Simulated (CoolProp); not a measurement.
Properties of CH2F2 (R32) along the isobar 7.92 MPa (Tc = 78.1 °C, pc = 5.783 MPa, ω = 0.277).

Computed with CoolProp (reference Helmholtz-energy equation of state, Tillner-Roth 1997).

```json
[
 {"T (°C)": "60.85", "phase": "liquid", "cp (kJ/(kg K))": "2.218", "speed of sound (m/s)": "425.7", "Prandtl number": "1.61"},
 {"T (°C)": "69.25", "phase": "liquid", "cp (kJ/(kg K))": "2.473", "speed of sound (m/s)": "370.5", "Prandtl number": "[?]"},
 {"T (°C)": "77.65", "phase": "liquid", "cp (kJ/(kg K))": "2.961", "speed of sound (m/s)": "[?]", "Prandtl number": "1.95"},
 {"T (°C)": "86.05", "phase": "supercritical", "cp (kJ/(kg K))": "4.248", "speed of sound (m/s)": "240.6", "Prandtl number": "2.59"},
 {"T (°C)": "94.55", "phase": "supercritical", "cp (kJ/(kg K))": "7.572", "speed of sound (m/s)": "182.3", "Prandtl number": "3.71"},
 {"T (°C)": "102.95", "phase": "supercritical", "cp (kJ/(kg K))": "4.383", "speed of sound (m/s)": "188.8", "Prandtl number": "2.10"},
 {"T (°C)": "111.35", "phase": "supercritical", "cp (kJ/(kg K))": "[?]", "speed of sound (m/s)": "200.9", "Prandtl number": "1.51"},
 {"T (°C)": "119.75", "phase": "supercritical", "cp (kJ/(kg K))": "[?]", "speed of sound (m/s)": "211.2", "Prandtl number": "1.26"},
 {"T (°C)": "128.15", "phase": "supercritical", "cp (kJ/(kg K))": "[?]", "speed of sound (m/s)": "[?]", "Prandtl number": "[?]"},
 {"T (°C)": "136.55", "phase": "supercritical", "cp (kJ/(kg K))": "1.882", "speed of sound (m/s)": "227.8", "Prandtl number": "[?]"},
 {"T (°C)": "145.05", "phase": "supercritical", "cp (kJ/(kg K))": "1.749", "speed of sound (m/s)": "234.9", "Prandtl number": "0.971"},
 {"T (°C)": "153.45", "phase": "supercritical", "cp (kJ/(kg K))": "1.656", "speed of sound (m/s)": "241.3", "Prandtl number": "0.924"},
 {"T (°C)": "161.85", "phase": "supercritical", "cp (kJ/(kg K))": "1.588", "speed of sound (m/s)": "247.2", "Prandtl number": "0.886"}
]
```

Task: What belongs in the gaps?

Result: 
- 69.25, Prandtl number: 1.71
- 77.65, speed of sound (m/s): 309.5
- 111.35, cp (kJ/(kg K)): 2.982
- 119.75, cp (kJ/(kg K)): 2.394
- 128.15, cp (kJ/(kg K)): 2.078
- 128.15, speed of sound (m/s): 220.0
- 128.15, Prandtl number: 1.12
- 136.55, Prandtl number: 1.04

The peak of cp marks the crossing from liquid-like to gas-like fluid above the critical point.

Viscosity comes from a separate model (Bell 2016), an estimate that may be off by 10 % or more. Thermal conductivity comes from a separate model (Huber 2003), an estimate that may be off by 10 % or more.
